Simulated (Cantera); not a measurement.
A Cantera script and its output.

```python
import numpy as np
import cantera as ct

gas = ct.Solution("gri30.yaml")
gas.TPX = 550, 100000, {'H2': 1, 'O2': 0.595, 'N2': 2.24, 'H2O': 0.21}
inlet = ct.Reservoir(gas, clone=True)
gas.equilibrate("HP")  # start burning
reactor = ct.IdealGasConstPressureReactor(gas, energy="on", clone=False)
exhaust = ct.Reservoir(gas, clone=True)
tau = [0.059, 0.032, 0.017, 0.0093, 0.005, 0.0027, 0.0015, 0.00079, 0.00042, 0.00023, 0.00012, 6.7e-05][0]
for a, b in ((inlet, reactor), (reactor, exhaust)):
    ct.MassFlowController(a, b, mdot=lambda t: reactor.mass / tau)
net = ct.ReactorNet([reactor])
show = ['H2', 'O2', 'H2O', 'HO2', 'N2O', 'NO', 'O']

rows = []
print(f"{'tau/s':>10s}{'T/K':>9s}" + "".join(f"{s:>11s}" for s in show))
for tau in [0.059, 0.032, 0.017, 0.0093, 0.005, 0.0027, 0.0015, 0.00079, 0.00042, 0.00023, 0.00012, 6.7e-05]:
    net.initial_time = 0.0
    net.advance(30 * tau)
    before = gas.X
    net.advance(40 * tau)
    drift = np.max(np.abs(gas.X - before) / (gas.X + 1e-9))
    rows.append([gas.T, *gas[show].X, drift])
    print(f"{tau:10.3e}{gas.T:9.1f}" + "".join(f"{x:11.3e}" for x in gas[show].X))
```

Output:

```
     tau/s      T/K         H2         O2        H2O        HO2        N2O         NO          O
 5.900e-02   2280.3  4.482e-03  2.578e-02  3.308e-01  3.027e-06  2.202e-07  1.814e-03  8.236e-04
 3.200e-02   2276.7  4.870e-03  2.617e-02  3.301e-01  3.142e-06  2.199e-07  1.206e-03  9.036e-04
 1.700e-02   2269.0  5.575e-03  2.656e-02  3.288e-01  3.327e-06  2.186e-07  7.593e-04  1.043e-03
 9.300e-03   2255.7  6.700e-03  2.701e-02  3.267e-01  3.636e-06  2.137e-07  4.850e-04  1.269e-03
 5.000e-03   2233.4  8.507e-03  2.765e-02  3.235e-01  4.207e-06  2.020e-07  3.055e-04  1.649e-03
 2.700e-03   2200.3  1.109e-02  2.857e-02  3.188e-01  5.195e-06  1.836e-07  1.904e-04  2.231e-03
 1.500e-03   2156.5  1.429e-02  2.980e-02  3.129e-01  6.713e-06  1.632e-07  1.195e-04  3.024e-03
 7.900e-04   2094.1  1.848e-02  3.157e-02  3.050e-01  9.213e-06  1.421e-07  7.351e-05  4.188e-03
 4.200e-04   2017.0  2.306e-02  3.377e-02  2.959e-01  1.271e-05  1.246e-07  5.005e-05  5.636e-03
 2.300e-04   1929.6  2.758e-02  3.628e-02  2.863e-01  1.712e-05  1.108e-07  3.877e-05  7.231e-03
 1.200e-04   1821.5  3.244e-02  3.953e-02  2.752e-01  2.316e-05  9.789e-08  3.088e-05  9.020e-03
 6.700e-05   1714.4  3.703e-02  4.310e-02  2.646e-01  3.002e-05  8.689e-08  2.407e-05  1.042e-02
```

Computed with Cantera and GRI-Mech 3.0 (53 species, 325 reactions).
